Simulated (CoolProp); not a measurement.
A closed Brayton cycle with carbon dioxide: compressor inlet 312.15 K and 9.6 MPa, high pressure 32.4 MPa, turbine inlet 905 K, compressor efficiency 0.85, turbine efficiency 0.9, recuperator effectiveness 0.9 (on enthalpy, no pinch check). Each further row changes one setting.

Values from CoolProp's reference Helmholtz-energy equation of state, Span 1996.

```tsv
case	thermal efficiency (%)	net work (kJ/kg)	compressor to turbine work	compressor exit (K)	turbine exit (K)
as stated	39.1	137	0.22	355.1	751.5
turbine inlet 855 K	37.8	?	0.23	355.1	?
compressor inlet 322.15 K	37.7	120	0.31	403.5	751.5
high pressure 27.5 MPa	?	122	0.20	?	771.4
recuperator effectiveness 0.5	?	137	0.22	355.1	751.5
```

Q: Fill in the missing entries.

A: 
- turbine inlet 855 K, net work (kJ/kg): 126
- turbine inlet 855 K, turbine exit (K): 706.8
- high pressure 27.5 MPa, thermal efficiency (%): 37.5
- high pressure 27.5 MPa, compressor exit (K): 348.2
- recuperator effectiveness 0.5, thermal efficiency (%): 25.3
